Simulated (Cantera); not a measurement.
Low-pressure radical oxidation in H2/O2

An isothermal, constant-pressure homogeneous reactor starts with H2 : O2 = 0.25 : 1 (molar parts), at 1100 K and 0.0138 atm.

Cantera simulation using the H2/O2 subset of GRI-Mech 3.0, which has no nitrogen chemistry; the numbers are that mechanism's predictions, not measurements. Radical loss at walls, strong at low pressure, is not modelled. The temperature is held fixed by assumption; the heat of reaction is taken as removed at once.

```csv
t (s),x H2,x O2,x OH,x H,x H2O2
6.00e-5,0.200,0.800,2.12e-10,1.11e-9,<1e-12
0.000167,0.200,0.800,1.29e-9,4.87e-9,1.80e-12
0.000465,0.200,0.800,3.10e-8,1.07e-7,1.44e-11
0.00129,0.199,0.800,0.000111,0.000381,2.03e-9
0.00360,0.00864,0.708,0.00678,0.0605,2.99e-7
0.0100,0.00423,0.749,0.00478,0.0180,4.33e-7
0.0278,0.000719,0.773,0.00189,0.00112,4.73e-7
0.0775,7.17e-5,0.777,0.000593,3.49e-5,2.59e-7
0.216,9.21e-6,0.778,0.000219,1.75e-6,1.02e-7
0.600,1.73e-6,0.778,9.78e-5,1.55e-7,3.89e-8
1.67,4.22e-7,0.778,4.93e-5,1.98e-8,1.50e-8
4.64,1.21e-7,0.778,2.67e-5,3.13e-9,5.72e-9
12.9,3.79e-8,0.778,1.50e-5,5.63e-10,2.16e-9
35.9,1.28e-8,0.778,8.76e-6,1.12e-10,8.19e-10
100,4.94e-9,0.778,5.45e-6,2.70e-11,3.45e-10
```
x: mole fraction; the columns are a selection and need not sum to one.

Equilibrium at this temperature and pressure: H2 2.82e-9, O2 0.778, OH 4.10e-6, H 1.17e-11, H2O2 2.10e-10 (gas phase only).
